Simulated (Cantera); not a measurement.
A closed system holds: 1 mol Ti, 0.31 mol CH4, held at 752 °C and 13.3 mbar.

Equilibrium computed with Cantera from the NASA thermochemical tables; the gas is ideal and each condensed phase is pure. Candidate condensed phases: C, C6H6, C7H8, C8H18, Ti, TiC; 77 gas species. Mutual solubility and eutectic melting of coexisting phases are not modelled. TiC: taken at fixed stoichiometry. Condensed phases not in the tables: N, O or C dissolved in the metal. Equilibrium is a limit: real reactors are often held back by kinetics, nucleation or transport.

Base state: H2 1.00 (mole fractions); condensed: Ti(α) + TiC(s).

Question: What changes in the equilibrium state with this change: temperature from 752 °C to 1652 °C?

Answer: 
```json
[
 {"species": "H2", "before": "1.00", "after": "0.991"},
 {"species": "H", "before": "3.77e-8", "after": "0.00824"},
 {"species": "Ti", "before": "<1e-9", "after": "0.000264"},
 {"species": "Ti(α), mol", "before": "0.690", "after": "0"},
 {"species": "TiC(s), mol", "before": "0.310", "after": "0.310"},
 {"species": "Ti(β), mol", "before": "0", "after": "0.690"}
]
```
